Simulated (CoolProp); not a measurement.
Vapour-liquid equilibrium of isobutene (1) + n-octane (2) at 370.5 K; x and y are mole fractions of (1).

The numbers come from the multi-fluid Helmholtz-energy mixture model, Lemmon 2005 and Beckmüller 2019; pair parameters Bell 2016 in CoolProp.

```csv
x,"bubble pressure, mixture model (bar)","bubble pressure, Raoult's law (bar)","y, mixture model","y, Raoult's law"
0.05,1.120,1.278,0.622,0.681
0.2,…,3.823,…,0.910
0.35,…,6.369,…,0.956
0.5,7.695,8.914,0.959,0.976
0.65,…,11.46,…,0.987
0.8,13.05,14.00,0.986,0.994
0.95,16.20,16.55,0.996,0.999
```

### Question
What belongs in the gaps?

### Answer

- 0.2, bubble pressure, mixture model (bar): 3.189
- 0.2, y, mixture model: 0.876
- 0.35, bubble pressure, mixture model (bar): 5.353
- 0.35, y, mixture model: 0.933
- 0.65, bubble pressure, mixture model (bar): 10.25
- 0.65, y, mixture model: 0.975

The largest gap from Raoult's law is -16.6 % in bubble pressure, at x = 0.2. No azeotrope shows between x = 0.05 and 0.95.

The pair parameters rest on a limited set of measurements; away from them the model extrapolates.
